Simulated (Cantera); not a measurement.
What does this Cantera script print?

```python
import numpy as np
import cantera as ct

gas_names = """
    H HO2 H2 H2O H2O2 O OH O2 O3 Ti TiO TiO2
""".split()
cond_names = """
    H2O(s) H2O(L) Ti(a) Ti(b) Ti(L) TiO(a) TiO(b) TiO(L) TiO2(ru) TiO2(L) Ti2O3(a) Ti2O3(b) Ti2O3(L)
    Ti3O5(a) Ti3O5(b) Ti3O5(L) Ti4O7(s) Ti4O7(L)
""".split()


# ... load() reads the species with a 1 bar reference pressure and builds the phases ...
atoms = {
    'TiO2': {'Ti': 1, 'O': 2},
    'H2O': {'H': 2, 'O': 1},
}
top_T = {}  # K; cautious upper limits of use, not melting points


# ... equilibrate(T, P, feed) seeds the gas with the atoms and calls Mixture.equilibrate('TP', solver="vcs", rtol=1e-11, max_steps=5000) ...
results = []
feed = {'TiO2': 1, 'H2O': 0.03}  # mol
T = 1500  # K
P = 101325  # Pa
mix = equilibrate(T, P, feed)
results.append((T, P, feed, dict(zip(mix.species_names, mix.species_moles))))
print(gas.report(threshold=1e-05))
for i in range(1, mix.n_phases):
    print(f"{mix.phase(i).name:16s} {mix.phase_moles(i):12.5e} mol")
```

Result:

```
       temperature   1500 K
          pressure   1.0132e+05 Pa
           density   0.14635 kg/m^3
  mean mol. weight   18.013 kg/kmol
   phase of matter   gas

                          1 kg             1 kmol
                     ---------------   ---------------
          enthalpy       -1.0743e+07       -1.9351e+08  J
   internal energy       -1.1435e+07       -2.0598e+08  J
           entropy             13911        2.5059e+05  J/K
    Gibbs function        -3.161e+07       -5.6939e+08  J
 heat capacity c_p            2627.5             47329  J/K
 heat capacity c_v            2165.9             39015  J/K

                      mass frac. Y      mole frac. X     chem. pot. / RT
                     ---------------   ---------------   ---------------
                H2        2.2149e-05         0.0001979           -27.117
               H2O           0.99978           0.99968            -45.66
                OH        3.3503e-05        3.5484e-05           -32.101
                O2        0.00016009        9.0119e-05           -37.084
     [   +8 minor]        5.5013e-08        2.8816e-07

Ti(b)             0.00000e+00 mol
TiO(b)            0.00000e+00 mol
TiO2(ru)          1.00000e+00 mol
Ti2O3(b)          0.00000e+00 mol
Ti3O5(b)          0.00000e+00 mol
Ti4O7(s)          0.00000e+00 mol
```

These are equilibrium values from Cantera (NASA tables, ideal gas, pure condensed phases), not measurements of a reactor. Gases not in the tables: TiO(OH)2.
